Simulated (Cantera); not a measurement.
An adiabatic, constant-pressure homogeneous reactor starts with 6.08 % CH4, 1.22 % C2H6, 14.9 % O2, 77.8 % N2, equivalence ratio 1.1, at 1475 K and 1950 Torr.

Detailed kinetics in Cantera: GRI-Mech 3.0 (53 species, 325 reactions).

**Question.** Predict: time of steepest temperature rise; temperature at 0.500 s; equilibrium temperature; x(O2) at 0.500 s; x(HCN) at 0.500 s; x(OH) at 0.500 s; x(H2O) at 0.500 s.

**Answer.** 
| Quantity | Result |
|---|---|
| time of steepest temperature rise | 0.142 ms |
| temperature at 0.500 s | 2675 K |
| equilibrium temperature | 2675 K |
| x(O2) at 0.500 s | 0.00554 (gas-phase equilibrium 0.00554) |
| x(HCN) at 0.500 s | 2.14e-9 (gas-phase equilibrium 2.14e-9) |
| x(OH) at 0.500 s | 0.00880 (gas-phase equilibrium 0.00880) |
| x(H2O) at 0.500 s | 0.131 (gas-phase equilibrium 0.131) |
